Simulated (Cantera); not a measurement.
A Cantera script and what it prints.

```python
import numpy as np
import cantera as ct

gas_names = """
    Fe FeO N NO NO2 NO3 N2 N2O O O2 O3 S SN SO SO2 SO3 S2 S2O S8
""".split()
cond_names = """
    Fe(a) Fe(c) Fe(d) Fe(L) FeO(s) FeO(L) FeS(a) FeS(b) FeS(c) FeS(L) FeSO4(s) FeS2(s) Fe2O3(s)
    Fe2S3O12(s) Fe3O4(s) S(cr1) S(cr2) S(L)
""".split()


# ... load() reads the species with a 1 bar reference pressure and builds the phases ...
atoms = {
    'FeS2': {'Fe': 1, 'S': 2},
    'SO2': {'S': 1, 'O': 2},
    'N2': {'N': 2},
}
top_T = {'FeSO4(s)': 950, 'FeS2(s)': 1010, 'Fe2O3(s)': 1830, 'Fe2S3O12(s)': 1100, 'Fe3O4(s)': 1870}  # K; cautious upper limits of use, not melting points


# ... equilibrate(T, P, feed) seeds the gas with the atoms and calls Mixture.equilibrate('TP', solver="vcs", rtol=1e-11, max_steps=5000) ...
results = []
feed = {'FeS2': 1, 'SO2': 0.81, 'N2': 7.4}  # mol
T = 1598.15  # K
P = 101325  # Pa
mix = equilibrate(T, P, feed)
results.append((T, P, feed, dict(zip(mix.species_names, mix.species_moles))))
x = sorted(zip(gas.X, gas.species_names), reverse=True)
print(f"T = {T:g} K  P = {P:g} Pa  gas = {mix.phase_moles(0):.4g} mol")
print("   x: " + "  ".join(f"{s} {v:.3e}" for v, s in x if v > 0.001))
print("   condensed (mol): " + ("  ".join(f"{mix.phase(i).name} {mix.phase_moles(i):.4g}"
      for i in range(1, mix.n_phases) if mix.phase_moles(i) > 1e-12) or "none"))
```

It prints:

```
T = 1598.15 K  P = 101325 Pa  gas = 8.711 mol
   x: N2 8.495e-01  SO2 9.099e-02  S2 5.554e-02  SO 2.279e-03  S2O 1.697e-03
   condensed (mol): FeS(L) 1
```

Method: chemical equilibrium by Gibbs-energy minimisation in Cantera with the NASA 1993 tables (ideal gas, pure condensed phases). FeS: taken at fixed stoichiometry.
